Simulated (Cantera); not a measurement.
Cantera run:

```python
import numpy as np
import cantera as ct

gas_names = [...]  # 123 gases of nasa_gas.yaml made of C, H, O, Si
cond_names = """
    C(gr) C6H6(L) C7H8(L) C8H18(L),n-octa H2O(s) H2O(L) Si(cr) Si(L) SiC(b) SiO2(Lqz) SiO2(hqz) SiO2(L)
""".split()


# ... load() reads the species with a 1 bar reference pressure and builds the phases ...
atoms = {
    'SiO2': {'Si': 1, 'O': 2},
    'CO': {'C': 1, 'O': 1},
    'H2': {'H': 2},
}
top_T = {'C(gr)': 4500, 'SiC(b)': 3050}  # K; cautious upper limits of use, not melting points


# ... equilibrate(T, P, feed) seeds the gas with the atoms and calls Mixture.equilibrate('TP', solver="vcs", rtol=1e-11, max_steps=5000) ...
results = []
feed = {'SiO2': 1, 'CO': 0.56, 'H2': 0.36}  # mol
T = 1323.15  # K
P = 133.322  # Pa
mix = equilibrate(T, P, feed)
results.append((T, P, feed, dict(zip(mix.species_names, mix.species_moles))))
x = sorted(zip(gas.X, gas.species_names), reverse=True)
print(f"T = {T:g} K  P = {P:g} Pa  gas = {mix.phase_moles(0):.4g} mol")
print("   x: " + "  ".join(f"{s} {v:.3e}" for v, s in x if v > 1e-05))
print("   condensed (mol): " + ("  ".join(f"{mix.phase(i).name} {mix.phase_moles(i):.4g}"
      for i in range(1, mix.n_phases) if mix.phase_moles(i) > 1e-12) or "none"))
```

It prints:

```
T = 1323.15 K  P = 133.322 Pa  gas = 0.9201 mol
   x: CO 6.086e-01  H2 3.912e-01  SiO 5.232e-05  H2O 2.853e-05  H 2.723e-05  CO2 2.391e-05
   condensed (mol): SiO2(hqz) 1
```

Cantera equilibrium calculation (NASA polynomials, part measured and part estimated; ideal gas, pure solids and liquids). The tables hold silica as quartz up to 1696 K and as liquid above; real silica turns to tridymite and cristobalite and melts near 1996 K.
